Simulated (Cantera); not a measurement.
A freely propagating, adiabatic, planar premixed flame of CH4 : O2 : N2 : H2O = 1 : 1.54 : 5.78 : 0.56 (molar parts), unburnt at 498 K and 13000 Pa; mixture-averaged transport, grid criteria slope 0.08 and curve 0.16, no radiation.

Model: GRI-Mech 3.0 (53 species, 325 reactions), integrated in Cantera. Burning velocities carry a grid error of a few per cent, more on coarse grids.

Problem. What does this change do: inlet temperature 498 to 625 K?

Solution. 
```json
[
 {"quantity": "laminar burning velocity", "before": "91.5 cm/s", "after": "143 cm/s"},
 {"quantity": "thermal thickness", "before": "2.67 mm", "after": "2.40 mm"},
 {"quantity": "peak x(CH2O)", "before": "0.000953", "after": "0.00108"},
 {"quantity": "peak x(CO)", "before": "0.0694", "after": "0.0714"},
 {"quantity": "peak x(C2H6)", "before": "0.00176", "after": "0.00181"}
]
```

Problem. What does this change do: inlet temperature 498 to 525 K?

Solution. 
| quantity | before | after |
|---|---|---|
| laminar burning velocity | 91.5 cm/s | 101 cm/s |
| thermal thickness | 2.67 mm | 2.61 mm |
| peak x(CH2O) | 0.000953 | 0.000980 |
| peak x(CO) | 0.0694 | 0.0699 |
| peak x(C2H6) | 0.00176 | 0.00177 |
